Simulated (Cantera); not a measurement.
A Cantera script and what it prints.

```python
import numpy as np
import cantera as ct

gas_names = """
    H H2 N NH NH2 NH3 N2 N2H2 N2H4 Si SiH SiH2 SiH3 SiH4 SiN Si2 Si2N Si3
""".split()
cond_names = """
    Si(cr) Si(L) Si3N4(a)
""".split()


def load(file, names, dense=False):
    # The tables refer to 1 bar. Condensed volumes are neglected.
    table = {s.name: s for s in ct.Species.list_from_file(file)}
    out = []
    for n in names:
        d = dict(table[n].input_data)
        d["thermo"] = dict(d["thermo"], **{"reference-pressure": 1e5})
        if dense:
            d["equation-of-state"] = {"model": "constant-volume", "density": "1e6 g/cm^3"}
        out.append(ct.Species.from_dict(d))
    return out


gas = ct.Solution(thermo="ideal-gas", species=load("nasa_gas.yaml", gas_names))
cond = {s.name: ct.Solution(thermo="fixed-stoichiometry", species=[s], name=s.name)
        for s in load("nasa_condensed.yaml", cond_names, dense=True)}
atoms = {
    'SiH4': {'Si': 1, 'H': 4},
    'N2': {'N': 2},
}
top_T = {'Si3N4(a)': 2400}  # K; cautious upper limits of use, not melting points


def equilibrate(T, P, feed):
    n = {}
    for name, mol in feed.items():
        for a, k in atoms[name].items():
            n[a] = n.get(a, 0.0) + k * mol
    gas.TPX = T, P, n
    mass = sum(n.values()) * gas.mean_molecular_weight
    gas.equilibrate("TP")
    valid = [c for c in cond.values() if c.min_temp <= T <= top_T.get(c.name, c.max_temp)]
    mix = ct.Mixture([(gas, mass / gas.mean_molecular_weight)] + [(c, 0.0) for c in valid])
    mix.T, mix.P = T, P
    mix.equilibrate("TP", solver="vcs", rtol=1e-11, max_steps=5000)
    return mix


results = []
feed = {'SiH4': 1, 'N2': 67}  # mol
T = 1550  # K
P = 133.322  # Pa
mix = equilibrate(T, P, feed)
results.append((T, P, feed, dict(zip(mix.species_names, mix.species_moles))))
print(gas.report(threshold=0.0001))
for i in range(1, mix.n_phases):
    print(f"{mix.phase(i).name:16s} {mix.phase_moles(i):12.5e} mol")
```

Output:

```
       temperature   1550 K
          pressure   133.32 Pa
           density   0.00028192 kg/m^3
  mean mol. weight   27.251 kg/kmol
   phase of matter   gas

                          1 kg             1 kmol
                     ---------------   ---------------
          enthalpy        1.4708e+06        4.0081e+07  J
   internal energy        9.9787e+05        2.7193e+07  J
           entropy             10910         2.973e+05  J/K
    Gibbs function       -1.5439e+07       -4.2073e+08  J
 heat capacity c_p            1278.9             34852  J/K
 heat capacity c_v            973.83             26538  J/K

                      mass frac. Y      mole frac. X     chem. pot. / RT
                     ---------------   ---------------   ---------------
                 H        5.4513e-06        0.00014738           -14.426
                H2         0.0021596          0.029192           -28.853
                N2           0.99783           0.97065           -32.763
     [  +15 minor]        5.9221e-06        5.5462e-06

Si(cr)            0.00000e+00 mol
Si3N4(a)          3.33205e-01 mol
```

Method: chemical equilibrium by Gibbs-energy minimisation in Cantera with the NASA 1993 tables (ideal gas, pure condensed phases).
